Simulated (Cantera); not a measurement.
**Thermodynamics of hydrogen reduction and annealing atmospheres, feed Cu2O + H2 + H2O**

A closed system holds: 1 mol Cu2O, 0.45 mol H2, 0.39 mol H2O, equilibrated at 0.278 Torr.

Method: chemical equilibrium by Gibbs-energy minimisation in Cantera with the NASA 1993 tables (ideal gas, pure condensed phases). Candidate condensed phases: Cu, CuO, Cu(OH)2, Cu2O, H2O; 12 gas species. Mutual solubility and eutectic melting of coexisting phases are not modelled. Kinetics and transport are ignored.

| T (K) | log p H2O | log p Cu | log p O2 | log p H | log p O | log p OH | log p H2 | n Cu(s) | n Cu2O(s) | n Cu(l) |
|---|---|---|---|---|---|---|---|---|---|---|
| 1300 | -3.43 | -6.80 | -5.96 | -9.71 | -9.73 | -7.52 | -7.52 | 0.910 | 0.545 | 0 |
| 1375 | -3.44 | -6.08 | -5.21 | -9.14 | -8.80 | -6.98 | -7.35 | 0 | 0.521 | 0.955 |
| 1450 | -3.48 | -5.46 | -4.46 | -8.66 | -7.93 | -6.49 | -7.27 | 0 | 0.373 | 1.24 |
| 1525 | -3.57 | -4.91 | -4.06 | -8.19 | -7.27 | -6.14 | -7.12 | 0 | 0 | 1.96 |
| 1600 | -3.61 | -4.40 | -4.09 | -7.63 | -6.88 | -5.91 | -6.74 | 0 | 0 | 1.87 |
| 1675 | -3.72 | -3.94 | -4.20 | -7.15 | -6.57 | -5.76 | -6.43 | 0 | 0 | 1.50 |
| 1750 | -4.01 | -3.63 | -4.49 | -6.75 | -6.37 | -5.75 | -6.24 | 0 | 0 | 0 |
| 1825 | -4.02 | -3.63 | -4.49 | -6.32 | -6.06 | -5.56 | -5.94 | 0 | 0 | 0 |
| 1900 | -4.03 | -3.63 | -4.50 | -5.93 | -5.77 | -5.38 | -5.66 | 0 | 0 | 0 |
| 1975 | -4.05 | -3.63 | -4.50 | -5.57 | -5.51 | -5.22 | -5.42 | 0 | 0 | 0 |
| 2050 | -4.08 | -3.64 | -4.50 | -5.25 | -5.26 | -5.08 | -5.21 | 0 | 0 | 0 |
| 2125 | -4.13 | -3.65 | -4.51 | -4.95 | -5.04 | -4.96 | -5.03 | 0 | 0 | 0 |
| 2200 | -4.21 | -3.66 | -4.52 | -4.70 | -4.83 | -4.87 | -4.89 | 0 | 0 | 0 |
log p: log10 of the partial pressure in bar; n: condensed amount in mol.

At 1300 K the condensed part is Cu(s) + Cu2O(s). From 1375 K to 1450 K the condensed part is Cu(l) + Cu2O(s). From 1525 K to 1675 K the condensed part is Cu(l). From 1750 K to 2200 K nothing is condensed. The main Cu-bearing gas is Cu throughout.
